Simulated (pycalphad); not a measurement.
Computed with pycalphad from the COST 507 light-alloy database (1999), at 1 atm. The data set is of 1999 and partly superseded. Phase fractions are per mole of atoms.

Problem. Give the equilibrium state of Cu-19.57Si (wt.%) at 437 °C.

Solution. 
```
T = 710.00 K, P = 101325 Pa, N = 1 mol of atoms
G = -27287 J/mol, H = 12314 J/mol, S = 55.78 J/(mol K)  (SER reference)
chemical potentials (J/mol): Cu -32471, Si -17868
phase             fraction      x(Cu)      x(Si)
CU19SI6_ETA         0.8487     0.7600     0.2400
DIAMOND_A4          0.1513       none     1.0000
```

Problem. Give the equilibrium state of Cu-19.57Si (wt.%) at 837 °C.

Solution. LIQUID, fraction 0.953, with 17.4 Si wt.%; DIAMOND_A4, fraction 0.047, with 100 Si wt.%.

Database names, with the compositions (at.%) that they take in these runs: CU19SI6_ETA: Cu 76 Si 24. DIAMOND_A4 is diamond (Si). An entry "none" or "no" means that the model of the phase leaves that element out.
